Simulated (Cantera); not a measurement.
A perfectly stirred reactor is fed with CO : H₂ : CH₄ : O₂ : N₂ = 1 : 0.29 : 0.28 : 0.803 : 3.02 (molar parts), at 13.8 atm; it is adiabatic with a 775 K inlet, and is followed from long to short residence time, starting on the burning branch (τ in s: 0.26, 0.13, 0.066, 0.033, 0.017, 0.0084, 0.0043, 0.0022, 0.0011, 0.00055, 0.00028, 0.00014, 7.1e-05).

Computed with Cantera and GRI-Mech 3.0 (53 species, 325 reactions). The pressure lies above the range GRI-Mech 3.0 was tuned for (to about 10 atm).

One state of this run: T (K) = 2502; x CO = 0.132; x H₂ = 0.0251; x CH₄ = 9.81e-6; x HO₂ = 1.91e-7; x C₂H₄ = 1.73e-9; x H = 0.00136. x: mole fraction; the columns are a selection and need not sum to one.

Question: Which value of τ (s) does it belong to?
A) 0.13
B) 0.0022
C) 0.0084
D) 0.0043

Answer: D, 0.0043
